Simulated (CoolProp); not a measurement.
A closed Brayton cycle with carbon dioxide: compressor inlet 308.15 K and 9.9 MPa, high pressure 25.2 MPa, turbine inlet 840 K, compressor efficiency 0.89, turbine efficiency 0.9, recuperator effectiveness 0.9 (on enthalpy, no pinch check). Each further row changes one setting.

Model: reference Helmholtz-energy equation of state, Span 1996, in CoolProp.

```tsv
case	thermal efficiency (%)	net work (kJ/kg)	compressor to turbine work	compressor exit (K)	turbine exit (K)
as stated	35.9	103	0.18	332.3	726.1
turbine inlet 790 K	34.6	94.8	0.19	332.3	680.2
compressor inlet 318.15 K	34.7	96.1	0.24	363.2	726.1
high pressure 21.4 MPa	34.0	88.0	0.16	327.3	745.6
recuperator effectiveness 0.5	21.1	103	0.18	332.3	726.1
```
